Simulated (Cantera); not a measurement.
Charge: 1 mol HMDSO, 9.4 mol NO, 88 mol H2, 1.9 mol CO2, 1.2 mol NH3, equilibrated at 0.00133 bar.

Method: chemical equilibrium by Gibbs-energy minimisation in Cantera with the NASA 1993 tables (ideal gas, pure condensed phases). Candidate condensed phases: C, C6H6, C7H8, C8H18, H2O, Si, SiC, SiO2, Si2N2O, Si3N4; 151 gas species. The feed counts by its element totals alone. Equilibrium is a limit: real reactors are often held back by kinetics, nucleation or transport.

Task: At 1098 K, list the 5 most abundant gas species with their mole fractions, and the condensed phases.

Result: H2 0.863, CO 0.0690, N2 0.0473, H2O 0.0190, CO2 0.00151. Condensed: SiO2(β-quartz).
